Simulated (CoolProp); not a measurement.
A simple Rankine cycle with water: condensing at 319.15 K, boiler at 0.0527 MPa, turbine inlet 370.8 K, turbine efficiency 0.6, pump efficiency 0.6, no recuperator. Each further row changes one setting.

Computed with CoolProp (reference Helmholtz-energy equation of state, Wagner 2002).

```tsv
case	thermal efficiency (%)	net work (kJ/kg)	heat in (kJ/kg)	turbine exit temperature (K)	volume ratio over the turbine
as stated	6.0	149	2480	319.1	4.41
turbine inlet 390.8 K	6.1	153	2520	319.1	4.24
condensing temperature 311.15 K	7.3	183	2520	311.2	6.49
boiler pressure 0.0369 MPa	4.8	118	2490	319.1	3.12
turbine efficiency 0.5	5.0	124	2480	319.1	4.45
```

The expansion ends wet for: as stated; turbine inlet 390.8 K; condensing temperature 311.15 K; boiler pressure 0.0369 MPa; turbine efficiency 0.5.
